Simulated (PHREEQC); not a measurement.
0.11 g of hydrous ferric oxide (600 m²/g; 0.2 weak and 0.005 strong sites per Fe, Dzombak-Morel constants, diffuse double layer) in 1 kg of water with 0.05 mol/kgw of an inert sodium salt and 0.0021 mmol/kgw SrCl2, at 25 °C; the pH is set by adding NaOH or the inert anion's acid. Oxygen is held at 0.21 atm. No CO2 enters from the air. No solid was allowed to form.

The series has 13 steps of pH, from 3 to 11.

Computed with PHREEQC (ion-association model, wateq4f.dat).

### Question
Near which pH is half of the Sr sorbed, and on which side is more sorbed?

### Answer
Near pH 8.6, with more sorbed at higher pH.

Species that the database lacks are ignored. The oxide is taken as insoluble; below pH 4 it would dissolve.
